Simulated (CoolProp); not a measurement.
The fluoroketone C6F12O (FK-5-1-12) along the isotherm 488.5 K: fugacity coefficient from the reference equation and from simpler models built on Tc = 441.8 K, pc = 1.869 MPa, ω = 0.471; each cubic takes its own stable root.

Model: reference Helmholtz-energy equation of state, McLinden 2015, in CoolProp.

```tsv
p (MPa)	phase	reference
0.234	gas	0.9702
0.467	gas	0.9411
0.701	gas	0.9125
0.935	gas	0.8844
1.17	gas	0.8566
1.4	gas	0.8298
1.64	gas	0.8022
1.87	supercritical	0.7761
2.1	supercritical	0.7503
2.34	supercritical	0.7238
2.57	supercritical	0.6988
2.8	supercritical	0.6743
```

Task: How far does each simpler model (van der Waals, Peng-Robinson) lie from the reference over these 12 states: mean and median of the absolute difference, and the worst?

Result: 
- van der Waals: mean 0.9 %, median 0.3 %, worst -3.4 % at 488.5 K and 2.8 MPa
- Peng-Robinson: mean 1.6 %, median 1.8 %, worst -2.4 % at 488.5 K and 2.8 MPa
